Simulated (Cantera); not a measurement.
What does this Cantera script print?

```python
import numpy as np
import cantera as ct

gas = ct.Solution("SiF4_NH3_mec.yaml", "gas")
gas.TPX = 1800, 2666, {'NH3': 1, 'N2': 0.13}
reactor = ct.IdealGasConstPressureReactor(gas, energy="off", clone=False)
net = ct.ReactorNet([reactor])
net.rtol, net.atol = 1e-08, 1e-18
show = ['NH3', 'H', 'NH', 'NH2', 'N2H4', 'N2', 'N']
times = np.geomspace(1e-06, 3, 10)

steps = ct.SolutionArray(gas, extra=["t"])
rows = []
print(f"{'t/s':>10s}{'T/K':>9s}{'P/Pa':>11s}" + "".join(f"{s:>11s}" for s in show))
for t in times:
    while net.time < t:
        t_next = net.step()
        steps.append(gas.state, t=t_next)
    rows.append([np.interp(t, steps.t, y) for y in (steps.T, steps.P, *steps(*show).X.T)])
    print(f"{t:10.3e}{rows[-1][0]:9.1f}{rows[-1][1]:11.4g}" + "".join(f"{x:11.3e}" for x in rows[-1][2:]))
rate = np.gradient(steps.T, steps.t)
print("integrator steps:", len(steps.t))
if steps.T.max() > steps.T[0] + 200:
    print(f"time of steepest temperature rise: {steps.t[rate.argmax()]:.4e} s")
gas.TPX = 1800, 2666, {'NH3': 1, 'N2': 0.13}
gas.equilibrate("TP")
print(f"equilibrium (TP): T = {gas.T:.1f} K  " + "  ".join(f"{s} {gas[s].X[0]:.3e}" for s in show))
```

Result:

```
       t/s      T/K       P/Pa        NH3          H         NH        NH2       N2H4         N2          N
 1.000e-06   1800.0       2666  8.850e-01  1.859e-08  7.678e-16  2.553e-08  1.068e-18  1.150e-01  5.412e-23
 5.244e-06   1800.0       2666  8.850e-01  5.280e-08  8.610e-14  1.786e-07  2.409e-16  1.150e-01  1.016e-19
 2.750e-05   1800.0       2666  8.850e-01  6.271e-08  4.720e-12  1.151e-06  4.093e-14  1.150e-01  4.402e-17
 1.442e-04   1800.0       2666  8.849e-01  6.272e-08  2.055e-10  6.301e-06  2.470e-12  1.150e-01  9.929e-15
 7.563e-04   1800.0       2666  8.849e-01  6.334e-08  1.137e-08  3.327e-05  8.091e-11  1.150e-01  2.670e-12
 3.966e-03   1800.0       2666  8.847e-01  8.844e-08  3.612e-07  1.726e-04  2.246e-09  1.150e-01  2.132e-10
 2.080e-02   1800.0       2666  8.824e-01  7.324e-07  2.563e-06  5.921e-04  2.652e-08  1.154e-01  4.276e-09
 1.091e-01   1800.0       2666  8.649e-01  4.409e-06  3.315e-06  6.053e-04  2.772e-08  1.189e-01  2.857e-08
 5.721e-01   1800.0       2666  7.799e-01  2.149e-05  4.375e-06  5.303e-04  2.128e-08  1.363e-01  1.205e-07
 3.000e+00   1800.0       2666  4.843e-01  9.100e-05  4.528e-06  3.691e-04  1.031e-08  1.967e-01  2.308e-07
integrator steps: 736
equilibrium (TP): T = 1800.0 K  NH3 2.472e-07  H 1.850e-03  NH 2.196e-10  NH2 1.741e-09  N2H4 2.299e-19  N2 2.955e-01  N 1.213e-10
```

Detailed kinetics in Cantera: the gas-phase N/H chemistry of the illustrative SiF4/NH3 mechanism in the Surface Chemkin manual (1991). Walls and surfaces, which speed up NH3 decomposition in real reactors, are not modelled.
